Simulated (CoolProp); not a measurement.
Properties of ethylene along the isotherm 289 K (Tc = 282.4 K, pc = 5.042 MPa, ω = 0.087).

The numbers come from the reference Helmholtz-energy equation of state, Smukala 2000 in CoolProp.

| p (MPa) | phase | density (kg/m³) | isothermal compressibility (1/MPa) | expansivity (1/kK) | fugacity coefficient |
|---|---|---|---|---|---|
| 5.6 | supercritical | 163.8 | 1.094 | 93.13 | 0.6569 |
| 11.2 | supercritical | 372.3 | 0.02147 | 7.384 | 0.4025 |
| 16.8 | supercritical | 404.9 | 0.01094 | 4.745 | 0.3173 |
| 22.4 | supercritical | 425.7 | 0.007443 | 3.717 | 0.2785 |
| 28 | supercritical | 441.5 | 0.005677 | 3.141 | 0.2590 |
| 33.6 | supercritical | 454.3 | 0.004607 | 2.762 | 0.2498 |
| 39.2 | supercritical | 465.1 | 0.003886 | 2.491 | 0.2468 |
| 44.8 | supercritical | 474.6 | 0.003366 | 2.284 | 0.2482 |
| 50.4 | supercritical | 483.1 | 0.002973 | 2.120 | 0.2529 |
